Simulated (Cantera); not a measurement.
A closed system holds: 1 mol HMDSO, 0.13 mol O3, 7.3 mol H2, 0.33 mol H2O, at 0.150 bar.

Method: chemical equilibrium by Gibbs-energy minimisation in Cantera with the NASA 1993 tables (ideal gas, pure condensed phases). Candidate condensed phases: C, C6H6, C7H8, C8H18, H2O, Si, SiC, SiO2; 123 gas species. The feed counts by its element totals alone. Kinetics and transport are ignored.

**Question.** At 1500 °C, list the 4 most abundant gas species with their mole fractions, and the condensed phases.

**Answer.** H2 0.905, CO 0.0932, H 0.000699, SiO 0.000479. Condensed: C(graphite) + SiC(s).
